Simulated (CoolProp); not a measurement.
Model: reference Helmholtz-energy equation of state, Guder 2009, in CoolProp.

Q: For sulfur hexafluoride, give the phase and the density (kg/m³), cv (kJ/(kg K)), Joule-Thomson coefficient (K/MPa), conductivity (mW/(m K)) at 304 K and 116 bar.

A: 
- 304 K and 116 bar: liquid; density 1500, cv 0.666, Joule-Thomson coefficient 0.129, conductivity 63.3

Thermal conductivity comes from a separate model (Assael 2012).
